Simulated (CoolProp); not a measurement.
Values from CoolProp's reference Helmholtz-energy equation of state, Lemmon 2006. It is a short technical equation, of lower accuracy than the large ones.

Problem. For CH3F (R41), give the phase and the cp (kJ/(kg K)), cv (kJ/(kg K)) at 105.75 °C and 129 bar; 151.85 °C and 129 bar.

Solution. 
- 105.75 °C and 129 bar: supercritical; cp 3.46, cv 1.30
- 151.85 °C and 129 bar: supercritical; cp 2.26, cv 1.27
